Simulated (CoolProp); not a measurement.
Vapour-liquid equilibrium of methanol (1) + toluene (2) at 15.8 bar; x and y are mole fractions of (1).

The numbers come from the multi-fluid Helmholtz-energy mixture model, de Reuck 1993 and Lemmon 2006; pair parameters Bell 2016 in CoolProp.

```tsv
x	bubble temperature (°C)	y at the bubble point	dew temperature at overall composition x (°C)	liquid density (mol/L)
0.05	221.6	0.275	241.8	7.151
0.2	186.2	0.610	228.5	8.338
0.35	174.1	0.707	214.5	9.402
0.5	167.9	0.762	199.0	10.70
0.65	163.3	0.815	181.2	12.44
0.8	159.5	0.880	164.5	14.89
0.95	156.3	0.967	156.8	18.40
```

No azeotrope shows between x = 0.05 and 0.95.

The pair parameters rest on a limited set of measurements; away from them the model extrapolates.
